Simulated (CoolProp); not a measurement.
The numbers come from the reference Helmholtz-energy equation of state, Bücker 2006 in CoolProp.

Question: For isobutane, give the phase and the speed of sound (m/s), Joule-Thomson coefficient (K/MPa), viscosity (µPa s), fugacity coefficient at 414.7 K and 24.6 bar.

Answer: 
- 414.7 K and 24.6 bar: gas; speed of sound 192, Joule-Thomson coefficient 11.4, viscosity 11.7, fugacity coefficient 0.788

Viscosity comes from a separate model (Vogel 2000).
